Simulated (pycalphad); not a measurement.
Computed with pycalphad from the COST 507 light-alloy database (1999), at 1 atm. The data set is of 1999 and partly superseded. Diffusion is slow at the low end, where real alloys seldom reach equilibrium.

Problem. How does the equilibrium phase assembly of Ti-76.1Si (at.%) change on cooling from 2600 K to 500 K?

Solution. 
| T (K) | phases above | phases below |
|---|---|---|
| 1683.1 | liquid | liquid + SI2TI |
| 1604.2 | liquid + SI2TI | diamond (Si) + SI2TI |
Changes were sought between steps of 100 K, so a narrower field can be missed.

Database names, with the compositions (at.%) that they take in these runs: SI2TI: Si 67 Ti 33.
